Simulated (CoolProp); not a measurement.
Saturated liquid density (kg/m³) of R1336mzz(Z): the reference equation beside estimates from Tc = 171.3 °C, pc = 29.04 bar, ω = 0.386. Rackett uses Z = 0.29056 − 0.08775 ω.

Computed with CoolProp (reference Helmholtz-energy equation of state, McLinden 2020).

```csv
T (°C),reference,Rackett,van der Waals,Redlich-Kwong
-59.95,1569,1552,854.5,1270
-46.05,1537,1522,839.9,1246
-32.15,1505,1490,824.6,1221
-18.15,1472,1458,808.5,1194
-4.25,1438,1425,791.8,1165
9.65,1404,1391,774.4,1135
23.65,1368,1355,755.8,1102
37.55,1331,1318,736.4,1068
51.45,1293,1279,715.7,1031
65.35,1253,1239,693.7,991.6
79.35,1209,1195,669.9,948.7
93.25,1163,1149,644.2,902.4
107.15,1112,1098,615.9,851.5
121.15,1055,1041,584.0,794.3
135.05,988.6,976.2,547.5,729.2
```

Absolute difference from the reference over all 15 rows, mean and median: Rackett 1.1 and 1.1 %, van der Waals 44.8 and 44.7 %, Redlich-Kwong 20.8 and 19.8 %.
